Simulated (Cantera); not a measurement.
# Equilibrium for silicon oxide and oxynitride deposition: Si2H6 + O3

A closed system holds: 1 mol Si2H6, a varied amount of O3, held at 1073.15 K and 0.240 bar.

Equilibrium computed with Cantera from the NASA thermochemical tables; the gas is ideal and each condensed phase is pure. Candidate condensed phases: H2O, Si, SiO2; 18 gas species. The feed counts by its element totals alone. Mutual solubility and eutectic melting of coexisting phases are not modelled. The numbers say what is thermodynamically allowed, not how fast it happens.

```json
[
 {"n(O3) (mol)": "0.76", "x H2": "1.00", "x H2O": "5.21e-9", "x O2": "<1e-12", "x OH": "<1e-12", "n Si(s)": "0.860", "n SiO2(β-quartz)": "1.14"},
 {"n(O3) (mol)": "1.1", "x H2": "1.00", "x H2O": "5.21e-9", "x O2": "<1e-12", "x OH": "<1e-12", "n Si(s)": "0.350", "n SiO2(β-quartz)": "1.65"},
 {"n(O3) (mol)": "1.6", "x H2": "0.733", "x H2O": "0.267", "x O2": "<1e-12", "x OH": "3.34e-11", "n Si(s)": "0", "n SiO2(β-quartz)": "2.00"},
 {"n(O3) (mol)": "2.3", "x H2": "0.0333", "x H2O": "0.967", "x O2": "<1e-12", "x OH": "5.69e-10", "n Si(s)": "0", "n SiO2(β-quartz)": "2.00"},
 {"n(O3) (mol)": "3.4", "x H2": "1.51e-9", "x H2O": "0.652", "x O2": "0.348", "x OH": "1.80e-6", "n Si(s)": "0", "n SiO2(β-quartz)": "2.00"},
 {"n(O3) (mol)": "4.9", "x H2": "7.97e-10", "x H2O": "0.438", "x O2": "0.562", "x OH": "1.67e-6", "n Si(s)": "0", "n SiO2(β-quartz)": "2.00"},
 {"n(O3) (mol)": "7", "x H2": "4.89e-10", "x H2O": "0.300", "x O2": "0.700", "x OH": "1.46e-6", "n Si(s)": "0", "n SiO2(β-quartz)": "2.00"}
]
```
x: gas mole fraction; n: condensed amount in mol.

From 0.76 mol O3 to 1.1 mol O3 the condensed part is Si(s) + SiO2(β-quartz). From 1.6 mol O3 to 7 mol O3 the condensed part is SiO2(β-quartz).
